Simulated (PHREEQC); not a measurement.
A solution holds 1.9 mmol/kgw HCl, 39 mmol/kgw Al2(SO4)3 and 0.77 mmol/kgw Fe2(SO4)3, at 25 °C. Closed to the air; pH follows from the charge balance.

Model: ion-association model, phreeqc.dat, run in PHREEQC.

Each row changes one thing in this solution. Precipitation was switched off in this run.

| case | pH | ionic strength (mol/kgw) | SO4-2 (mol/kgw) | HSO4- (mol/kgw) | FeSO4+ (mol/kgw) | Fe(SO4)2- (mol/kgw) | SI of Fe(OH)3(a) (Fe(OH)3) | SI of Goethite (FeOOH) |
|---|---|---|---|---|---|---|---|---|
| as made | 3.07 | 0.135 | 0.0299 | 0.00110 | 0.00105 | 0.000232 | -0.83 | +5.06 |
| 0.0044 mol/kgw HNO3 added | 2.59 | 0.139 | ? | 0.00316 | 0.00116 | 0.000243 | -2.21 | ? |
| temperature from 25 to 30 °C | 3.07 | 0.133 | 0.0295 | ? | 0.00102 | 0.000225 | -0.87 | ? |
| HCl replaced by NaCl at the same molality | 3.50 | 0.136 | 0.0306 | 0.000412 | 0.000789 | 0.000177 | +0.34 | +6.23 |
| HCl from 0.0019 to 0.0095 mol/kgw | 2.41 | 0.142 | 0.0282 | 0.00466 | 0.00117 | 0.000238 | -2.73 | +3.16 |
| Al2(SO4)3 replaced by K2SO4 at the same molality | 3.11 | 0.108 | 0.0327 | 0.00116 | 0.00105 | 0.000273 | -0.77 | ? |

Task: What belongs in the gaps?

Result: 
- 0.0044 mol/kgw HNO3 added, SO4-2 (mol/kgw): 0.0289
- 0.0044 mol/kgw HNO3 added, SI of Goethite (FeOOH): +3.69
- temperature from 25 to 30 °C, HSO4- (mol/kgw): 0.00119
- temperature from 25 to 30 °C, SI of Goethite (FeOOH): +5.20
- Al2(SO4)3 replaced by K2SO4 at the same molality, SI of Goethite (FeOOH): +5.12

Complexes and solids missing from the database can't appear. Some of these states are supersaturated (in Hematite (slow to form), Goethite (slow to form), Fe(OH)3(a), for instance).
